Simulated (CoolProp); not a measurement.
Vapour-liquid equilibrium of propane (1) + R114 (2) at 343.1 K; x and y are mole fractions of (1).

Values from CoolProp's multi-fluid Helmholtz-energy mixture model, Lemmon 2009 and Platzer 1990; pair parameters Bell 2016. This equation is an older, rougher fit; its heat capacities, sound speeds and derivatives of the liquid may be far off and weren't checked against measurements.

```
x     bubble pressure (MPa)  y at the bubble point  dew pressure at overall composition x (MPa)  liquid density (mol/L)
----  ---------------------  ---------------------  -------------------------------------------  ----------------------
0.05                 0.8469                  0.146                                       0.7730                   7.684
0.15                  1.053                  0.347                                       0.8504                   7.821
0.25                  1.246                  0.483                                       0.9432                   7.960
0.35                  1.430                  0.584                                        1.056                   8.101
0.45                  1.607                  0.664                                        1.193                   8.244
0.55                  1.780                  0.733                                        1.364                   8.391
0.65                  1.953                  0.795                                        1.573                   8.543
0.75                  2.127                  0.854                                        1.826                   8.702
0.85                  2.305                  0.911                                        2.116                   8.871
0.95                  2.489                  0.970                                        2.427                   9.056
```

No azeotrope shows between x = 0.05 and 0.95.

Pair parameters are fitted to limited data, so mixtures are less certain than the pure fluids.
